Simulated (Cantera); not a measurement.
Input: 1 mol CsOH, 7.7 mol H2, 0.17 mol H2O, at 1673 K and 0.100 bar.

Method: chemical equilibrium by Gibbs-energy minimisation in Cantera with the NASA 1993 tables (ideal gas, pure condensed phases). Kinetics and transport are ignored.

```
species    before    after
-------  --------  -------
H2          0.796    0.780
H2O        0.0950    0.111
Cs         0.0766   0.0930
CsOH       0.0318   0.0144
H        0.000321  0.00101
```
Gas species are given as mole fractions.

### Question
What was changed between the two runs?
(A) temperature from 1673 K to 1073.15 K
(B) temperature from 1673 K to 1298 K
(C) temperature from 1673 K to 2050 K
(D) pressure from 0.100 bar to 0.0100 bar

### Answer
D, pressure from 0.100 bar to 0.0100 bar
